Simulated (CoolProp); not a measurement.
The numbers come from the reference Helmholtz-energy equation of state, Gao 2022 in CoolProp.

**Question.** Give the vapour pressure (MPa), vapour density (kg/m³), enthalpy of vaporisation (kJ/kg), liquid cp (kJ/(kg K)) of saturated n-perfluorobutane at 54.65 °C.

**Answer.** 
```csv
T (°C),p (MPa),vapour density (kg/m³),enthalpy of vaporisation (kJ/kg),liquid cp (kJ/(kg K))
54.65,0.628,67.2,75.5,1.21
```
